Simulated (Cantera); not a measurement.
Feed: 1 mol FeS, 47 mol H2, 0.84 mol N2, at 25.0 mbar.

These are equilibrium values from Cantera (NASA tables, ideal gas, pure condensed phases), not measurements of a reactor. Candidate condensed phases: Fe, FeS, FeS2, S; 16 gas species. FeS: taken at fixed stoichiometry. Rates play no part.

Question: At 600 °C, list the 3 most abundant gas species with their mole fractions, and the condensed phases.

Answer: H2 0.982, N2 0.0176, H2S 0.000344. Condensed: Fe(α) + FeS(s).
